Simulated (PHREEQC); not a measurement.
A column of 1 m (30 cells, dispersivity 0.08 m, 300 s a shift, diffusion coefficient 3e-10 m²/s) holds 0.02 eq of the database's cation exchanger X per kg of pore water, first in equilibrium with 0.0081 mol/kgw CdCl2 and 1e-05 mol/kgw HCl. It is flushed with 0.0039 mol/kgw SrCl2, 0.024 mol/kgw CdCl2 and 1e-05 mol/kgw HCl, at 25 °C. Values are for the last cell. The system is closed to CO2. Nothing may precipitate in this run.

The series has 31 steps of pore volumes, from 0 to 3.017.

The numbers come from PHREEQC with the ion-association model, phreeqc.dat.

Problem. After how many pore volumes does Sr at the outlet first reach half of its feed value?

Solution. By 1.9 pore volumes.
